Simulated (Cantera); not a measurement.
Standard-state values (1 bar) from the NASA 1993 polynomials, evaluated with Cantera. Values are per mole of reaction as written; species without (g) are pure solids or liquids, kept so even where they would boil at 1 bar.

Problem. Between 300 and 2075 K, where is each reaction favourable under standard conditions?
- Li₂O + H₂(g) → 2 Li + H₂O(g)

Solution. 
- Li₂O + H₂(g) → 2 Li + H₂O(g): ΔG° is 333 kJ at 300 K and 201 kJ at 2075 K; it stays positive (K < 1). ΔH° is 275 kJ and ΔS° 36 J/K at 2075 K.
